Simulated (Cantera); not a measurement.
Charge: 1 mol Pb, 0.23 mol N₂, 0.13 mol CO, at 1277 °C.

These are equilibrium values from Cantera (NASA tables, ideal gas, pure condensed phases), not measurements of a reactor. Candidate condensed phases: C, Pb, PbO, PbO₂, Pb₃O₄; 27 gas species. Equilibrium is a limit: real reactors are often held back by kinetics, nucleation or transport.

x: gas mole fraction; n: condensed amount in mol.

| P (Pa) | x Pb | x N₂ | x CO | x CO₂ | x Pb₂ | n Pb(l) | n C(graphite) |
|---|---|---|---|---|---|---|---|
| 10 | 0.735 | 0.169 | 0.0956 | 2.17e-9 | 7.87e-7 | 0 | 0 |
| 52 | 0.735 | 0.169 | 0.0956 | [?] | [?] | 0 | 0 |
| 270 | 0.735 | 0.169 | 0.0956 | 1.07e-8 | 2.12e-5 | 0 | 0 |
| 1400 | 0.735 | 0.169 | 0.0956 | 5.54e-8 | 0.000110 | 0 | 0 |
| 7200 | 0.544 | 0.291 | 0.165 | 8.46e-7 | 0.000310 | 0.570 | 0 |
| 37000 | 0.106 | 0.571 | 0.323 | 1.67e-5 | 6.03e-5 | 0.957 | 0 |
| 190000 | [?] | 0.626 | 0.353 | [?] | [?] | 0.992 | [?] |
| 1000000 | 0.00392 | 0.637 | 0.359 | 0.000558 | 2.23e-6 | 0.999 | 0.000201 |

Question: Some entries are withheld; supply them.

Answer: 
- 190000, x Pb: 0.0206
- 190000, x CO₂: 0.000103
- 190000, x Pb₂: 1.17e-5
- 190000, n C(graphite): 3.78e-5
- 52, x CO₂: 3.66e-9
- 52, x Pb₂: 4.09e-6
